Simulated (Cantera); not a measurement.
An adiabatic, constant-volume homogeneous reactor starts with 16.4 % CH3OH, 17.5 % O2, 66.1 % N2, equivalence ratio 1.4, at 1148 K and 7500 Torr.

Computed with Cantera and GRI-Mech 3.0 (53 species, 325 reactions). GRI-Mech 3.0 was tuned for natural gas; its chemistry of methanol as a main component is partial and can be far from experiment.

Task: Predict: time of steepest temperature rise; temperature at 0.200 s; equilibrium temperature; x(O2) at 0.200 s; x(HCN) at 0.200 s; x(NO2) at 0.200 s.

Result: 
```json
{
 "time_of_steepest_temperature_rise": "3.38 ms",
 "temperature at 0.200 s": "2943 K",
 "equilibrium_temperature": "2943 K",
 "x(O2) at 0.200 s": "0.00118 (gas-phase equilibrium 0.00118)",
 "x(HCN) at 0.200 s": "1.62e-7 (gas-phase equilibrium 1.62e-7)",
 "x(NO2) at 0.200 s": "6.99e-7 (gas-phase equilibrium 6.99e-7)"
}
```
